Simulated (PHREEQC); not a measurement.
**Spent oxide etchant: speciation**

Dissolve 0.024 mol/kgw NH4HF2, 0.0028 mol/kgw (NH4)2SiF6, 0.002 mol/kgw H3BO3 and 0.16 mol/kgw H2SO4 at 25 °C. Closed to the air; pH follows from the charge balance.

Model: ion-association model, phreeqc.dat, run in PHREEQC.

pH: 0.88
ionic strength: 0.224 mol/kgw
activity of water: 0.993
density: 1.008 g/cm³
total alkalinity: -355 meq/kg

| species | molality | activity | log γ |
|---|---|---|---|
| H+ | 0.168 | 0.133 | -0.101 |
| HSO4- | 0.131 | 0.0971 | -0.130 |
| HF | 0.0396 | 0.0417 | 0.022 |
| NH4+ | 0.0272 | 0.0182 | -0.174 |
| SO4-2 | 0.0268 | 0.00751 | -0.552 |
| SiF6-2 | 0.00280 | 0.000801 | -0.544 |
| NH4SO4- | 0.00238 | 0.00177 | -0.130 |
| BF4- | 0.00198 | 0.00147 | -0.130 |
| F- | 0.000300 | 0.000209 | -0.156 |
| HF2- | 4.52e-5 | 3.35e-5 | -0.130 |
| BF3OH- | 1.74e-5 | 1.29e-5 | -0.130 |
| H3BO3 | 1.59e-6 | 1.67e-6 | 0.022 |
| BF2(OH)2- | 5.65e-7 | 4.19e-7 | -0.130 |

This is a speciation only: nothing precipitates in the calculation. Complexes and solids missing from the database can't appear. SiF6-2 is the database's only silicon fluoride. Real BF4- forms and hydrolyses slowly; the run takes it at equilibrium.
